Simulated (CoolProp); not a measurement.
CF4 (R14) along the isotherm 111.85 °C: fugacity coefficient from the reference equation and from simpler models built on Tc = -45.8 °C, pc = 37.62 bar, ω = 0.178; each cubic takes its own stable root.

The numbers come from the reference Helmholtz-energy equation of state, Platzer 1990 in CoolProp. This equation is an older, rougher fit; its heat capacities, sound speeds and derivatives of the liquid may be far off and weren't checked against measurements.

```json
[
 {"p (bar)": "8.55", "phase": "gas", "reference": "0.9900", "van der Waals": "0.9835", "Redlich-Kwong": "0.9858", "Peng-Robinson": "0.9871"},
 {"p (bar)": "17.1", "phase": "gas", "reference": "0.9804", "van der Waals": "0.9673", "Redlich-Kwong": "0.9721", "Peng-Robinson": "0.9749"},
 {"p (bar)": "25.7", "phase": "gas", "reference": "0.9709", "van der Waals": "0.9512", "Redlich-Kwong": "0.9587", "Peng-Robinson": "0.9632"},
 {"p (bar)": "34.2", "phase": "gas", "reference": "0.9620", "van der Waals": "___", "Redlich-Kwong": "0.9459", "Peng-Robinson": "0.9521"},
 {"p (bar)": "42.8", "phase": "supercritical", "reference": "0.9532", "van der Waals": "0.9205", "Redlich-Kwong": "___", "Peng-Robinson": "___"},
 {"p (bar)": "51.3", "phase": "supercritical", "reference": "0.9449", "van der Waals": "0.9057", "Redlich-Kwong": "0.9217", "Peng-Robinson": "___"},
 {"p (bar)": "59.9", "phase": "supercritical", "reference": "0.9368", "van der Waals": "0.8913", "Redlich-Kwong": "___", "Peng-Robinson": "0.9223"},
 {"p (bar)": "68.4", "phase": "supercritical", "reference": "___", "van der Waals": "0.8775", "Redlich-Kwong": "0.8996", "Peng-Robinson": "0.9135"},
 {"p (bar)": "77", "phase": "supercritical", "reference": "0.9218", "van der Waals": "0.8640", "Redlich-Kwong": "0.8892", "Peng-Robinson": "0.9052"},
 {"p (bar)": "85.5", "phase": "supercritical", "reference": "0.9148", "van der Waals": "___", "Redlich-Kwong": "0.8794", "Peng-Robinson": "___"},
 {"p (bar)": "94.1", "phase": "supercritical", "reference": "0.9082", "van der Waals": "0.8389", "Redlich-Kwong": "0.8701", "Peng-Robinson": "0.8903"}
]
```

**Question.** Complete the blanks.

**Answer.** 
- 34.2, van der Waals: 0.9358
- 42.8, Redlich-Kwong: 0.9335
- 42.8, Peng-Robinson: 0.9416
- 51.3, Peng-Robinson: 0.9317
- 59.9, Redlich-Kwong: 0.9103
- 68.4, reference: 0.9291
- 85.5, van der Waals: 0.8512
- 85.5, Peng-Robinson: 0.8975
